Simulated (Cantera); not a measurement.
Ignition delay

Mixture: H₂ : O₂ : N₂ : H₂O = 1 : 0.526 : 1.98 : 0.39 (molar parts), equivalence ratio 0.95, at 0.839 atm, adiabatic and at constant volume. Ignition delay is the time to a rise of 400 K.

Computed with Cantera and GRI-Mech 3.0 (53 species, 325 reactions). Where the delays flatten at high temperature, the 400 K rule measures the pace of heat release, not the induction time.

```
T0 (K)  delay (ms)
------  ----------
1175        0.0743
1250        0.0481
1325        0.0347
1400        0.0269
1475        0.0223
```
